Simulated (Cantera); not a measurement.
# Chemical vapour transport: MgO + Cl2 + N2

A closed system holds: 1 mol MgO, 0.079 mol Cl2, 0.069 mol N2, equilibrated at 1425 K and 6150 Torr.

These are equilibrium values from Cantera (NASA tables, ideal gas, pure condensed phases), not measurements of a reactor. Candidate condensed phases: Mg, MgCl2, MgO; 18 gas species. Mutual solubility and eutectic melting of coexisting phases are not modelled. Kinetics and transport are ignored.

```
Property                              Result
--------------------------------  ----------
x(N2)                                  0.532
x(Cl2)                                 0.279
x(O2)                                  0.163
x(MgCl2)                              0.0188
x(Cl)                                0.00634
x(NO)                               0.000602
x(ClO)                              0.000199
x(NO2)                               1.04e-5
n(MgCl2(l))                       0.0400 mol
n(MgO(s))                          0.958 mol
gas amount                        0.1296 mol
log10 activity of Mg(l) (absent)      -16.34
```
